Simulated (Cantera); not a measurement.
A diamond (100) surface in a fixed gas of H2 with x(CH4) = 0.019, x(H) = 0.037, at 1198 K, 0.0128 atm; coverages are run to steady state.

Model: the Harris–Goodwin 1993 mechanism for the reconstructed diamond (100) surface, integrated in Cantera.

One state of this run: growth (µm/h) = 5.37; θ c6HH = 0.437; θ c6H* = 0.0382; θ c6*H = 0.490; θ c6** = 0.0305; θ c6HM = 0.00246. θ: site fractions in the mechanism's names (c6HH fully hydrogenated, c6H* and c6*H radical sites, c6** diradical, c6HM methylated).

Task: Which value of x(CH3) does it belong to?
A. 0.00081
B. 6.6e-05
C. 2.3e-06
D. 2.9e-05

Result: A, 0.00081
